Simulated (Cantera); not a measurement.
## Thermodynamics of hydrogen reduction and annealing atmospheres, feed Nb2O5 + H2

Charge: 1 mol Nb2O5, 31 mol H2, held at 81.0 Pa.

Method: chemical equilibrium by Gibbs-energy minimisation in Cantera with the NASA 1993 tables (ideal gas, pure condensed phases). Candidate condensed phases: H2O, Nb, NbO, NbO2, Nb2O5; 12 gas species. Mutual solubility and eutectic melting of coexisting phases are not modelled. Condensed phases not in the tables: the oxides between NbO2 and Nb2O5. Rates play no part.

```csv
T (°C),log p H2,log p H2O,log p H,log p NbO2,log p OH,log p NbO,n NbO2(s),n Nb2O5(s)
802,-3.10,-5.13,-9.38,<-15,-13.83,<-15,0.571,0.715
877,-3.10,-4.91,-8.68,<-15,-12.70,<-15,0.950,0.525
952,-3.10,-4.71,-8.06,-14.63,-11.70,<-15,1.51,0.245
1027,-3.11,-4.58,-7.51,-13.23,-10.87,<-15,2.00,0
1102,-3.11,-4.58,-7.02,-11.99,-10.24,<-15,2.00,0
1177,-3.11,-4.58,-6.58,-10.89,-9.67,-14.20,2.00,0
1252,-3.11,-4.58,-6.18,-9.89,-9.16,-12.94,2.00,0
1327,-3.11,-4.58,-5.82,-8.99,-8.70,-11.81,2.00,0
1402,-3.11,-4.58,-5.49,-8.18,-8.28,-10.78,2.00,0
1477,-3.11,-4.58,-5.19,-7.43,-7.90,-9.84,2.00,0
1552,-3.11,-4.59,-4.91,-6.75,-7.54,-8.99,1.99,0
```
log p: log10 of the partial pressure in bar; n: condensed amount in mol.

From 802 °C to 952 °C the condensed part is NbO2(s) + Nb2O5(s). From 1027 °C to 1552 °C the condensed part is NbO2(s).
